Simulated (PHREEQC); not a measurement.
Consider water at 25 °C with 1.2 mmol/kgw H2SiF6. Closed to the air; pH follows from the charge balance.

All values are PHREEQC results (ion-association model, phreeqc.dat), not measurements.

No solid was allowed to form.

Q: Order these F species by the share of F that they hold, largest first: HF, HF2-, F-, SiF6-2.

A: SiF6-2 (65 %), HF (26 %), F- (9.0 %), HF2- (0.13 %)

The pH is 2.68 and the ionic strength 0.00297 mol/kgw. Saturation is exceeded, for instance for Quartz (slow to form), Chalcedony (slow to form); the values hold only as long as no solid forms. Complexes and solids missing from the database can't appear. SiF6-2 is the database's only silicon fluoride.
